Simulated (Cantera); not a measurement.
## Carbothermic reduction: TiO2 + CH4 + H2

A closed system holds: 1 mol TiO2, 1.4 mol CH4, 11 mol H2, equilibrated at 0.000580 bar.

Method: chemical equilibrium by Gibbs-energy minimisation in Cantera with the NASA 1993 tables (ideal gas, pure condensed phases). Candidate condensed phases: C, C6H6, C7H8, C8H18, H2O, Ti, TiC, TiO, TiO2, Ti2O3, Ti3O5, Ti4O7; 113 gas species. Mutual solubility and eutectic melting of coexisting phases are not modelled. TiC, TiO: taken at fixed stoichiometry. Condensed phases not in the tables: solid solutions among these carbides, nitrides and lower oxides. Kinetics and transport are ignored.

| T (°C) | x H2 | x CO | x H | x Ti | n TiC(s) | n TiO(s) |
|---|---|---|---|---|---|---|
| 1500 | 0.909 | 0.0795 | 0.0113 | 7.57e-6 | 0.200 | 0.800 |
| 1525 | 0.907 | 0.0794 | 0.0139 | 1.54e-5 | 0.200 | 0.799 |
| 1550 | 0.903 | 0.0793 | 0.0171 | 3.09e-5 | 0.200 | 0.799 |
| 1575 | 0.900 | 0.0792 | 0.0209 | 6.06e-5 | 0.200 | 0.798 |
| 1600 | 0.895 | 0.0790 | 0.0254 | 0.000117 | 0.199 | 0.797 |
| 1625 | 0.890 | 0.0788 | 0.0306 | 0.000221 | 0.198 | 0.795 |
| 1650 | 0.884 | 0.0787 | 0.0368 | 0.000411 | 0.197 | 0.792 |
| 1675 | 0.876 | 0.0785 | 0.0439 | 0.000753 | 0.194 | 0.786 |
| 1700 | 0.867 | 0.0784 | 0.0522 | 0.00136 | 0.190 | 0.777 |
| 1725 | 0.856 | 0.0783 | 0.0616 | 0.00240 | 0.181 | 0.763 |
x: gas mole fraction; n: condensed amount in mol.

From 1500 °C to 1725 °C the condensed part is TiC(s) + TiO(s). The main Ti-bearing gas is TiO at 1500 °C and Ti at 1725 °C. The share of Ti in condensed phases is highest at 1500 °C (100.0 %) and lowest at 1725 °C (94.4 %).
